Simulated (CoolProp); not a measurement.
Properties of n-butane at several states (Tc = 425.1 K, pc = 3.796 MPa, ω = 0.201).

Values from CoolProp's reference Helmholtz-energy equation of state, Bücker 2006.

```
T (K)  p (MPa)          phase  cp (kJ/(kg K))  cv (kJ/(kg K))  speed of sound (m/s)  viscosity (µPa s)  conductivity (mW/(m K))  fugacity coefficient
-----  -------  -------------  --------------  --------------  --------------------  -----------------  -----------------------  --------------------
233.2       12         liquid           2.127           1.542                  1333                351                      140              0.002417
523.7     2.04            gas           2.766           2.533                 259.5               13.3                     49.4                0.9153
509.8       12  supercritical           3.656           2.564                 281.6               30.0                     69.0                0.5546
486.3       12  supercritical           3.578           2.478                 318.0               37.6                     70.5                0.4858
```

Viscosity comes from a separate model (Vogel 1999). Thermal conductivity comes from a separate model (Perkins 2002).
